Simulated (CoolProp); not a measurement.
Model: reference Helmholtz-energy equation of state, Akasaka 2023, in CoolProp.

**Question.** Give the vapour pressure (MPa), liquid density (kg/m³), enthalpy of vaporisation (kJ/kg), vapour Z of saturated R1336mzz(E) at 308.4 K.

**Answer.** 
```
T (K)  p (MPa)  liquid density (kg/m³)  enthalpy of vaporisation (kJ/kg)  vapour Z
-----  -------  ----------------------  --------------------------------  --------
308.4    0.273                    1290                               139     0.900
```
